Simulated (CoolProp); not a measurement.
Vapour-liquid equilibrium of methanol (1) + benzene (2) at 188.05 °C; x and y are mole fractions of (1).

Values from CoolProp's multi-fluid Helmholtz-energy mixture model, de Reuck 1993 and Thol 2012; pair parameters Bell 2016.

```json
[
 {"x": "0.05", "bubble pressure (MPa)": "1.490", "y at the bubble point": "0.196", "dew pressure at overall composition x (MPa)": "1.248", "liquid density (mol/L)": "___"},
 {"x": "0.2", "bubble pressure (MPa)": "2.113", "y at the bubble point": "___", "dew pressure at overall composition x (MPa)": "1.498", "liquid density (mol/L)": "9.357"},
 {"x": "0.35", "bubble pressure (MPa)": "2.484", "y at the bubble point": "___", "dew pressure at overall composition x (MPa)": "1.836", "liquid density (mol/L)": "10.06"},
 {"x": "0.5", "bubble pressure (MPa)": "2.742", "y at the bubble point": "0.642", "dew pressure at overall composition x (MPa)": "2.290", "liquid density (mol/L)": "11.03"},
 {"x": "0.65", "bubble pressure (MPa)": "2.941", "y at the bubble point": "0.728", "dew pressure at overall composition x (MPa)": "2.763", "liquid density (mol/L)": "___"},
 {"x": "0.8", "bubble pressure (MPa)": "3.089", "y at the bubble point": "___", "dew pressure at overall composition x (MPa)": "3.054", "liquid density (mol/L)": "14.29"},
 {"x": "0.95", "bubble pressure (MPa)": "3.179", "y at the bubble point": "0.954", "dew pressure at overall composition x (MPa)": "3.177", "liquid density (mol/L)": "16.93"}
]
```

**Question.** What belongs in the gaps?

**Answer.** 
- 0.05, liquid density (mol/L): 8.814
- 0.2, y at the bubble point: 0.446
- 0.35, y at the bubble point: 0.558
- 0.65, liquid density (mol/L): 12.38
- 0.8, y at the bubble point: 0.830

No azeotrope shows between x = 0.05 and 0.95.

Pair parameters are fitted to limited data, so mixtures are less certain than the pure fluids.
